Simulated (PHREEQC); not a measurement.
A solution holds 140 mmol/kgw HCl and 3.1 mmol/kgw NiSO4, at 5 °C. It is in equilibrium with CO2 at log p = 0 (atm). Otherwise closed; pH follows from the charge balance.

The numbers come from PHREEQC with the ion-association model, wateq4f.dat.

The ionic strength comes out as 0.147 mol/kgw. What activity coefficients do SO4-2, H+, Ni+2, NiCl+, HSO4- get?

SO4-2 0.34, H+ 0.81, Ni+2 0.35, NiCl+ 0.77, HSO4- 0.76.

This is a speciation only: nothing precipitates in the calculation. Species that the database lacks are ignored. Away from 25 °C the constants follow the database's enthalpies or fits; those with neither stay at their 25 °C values.
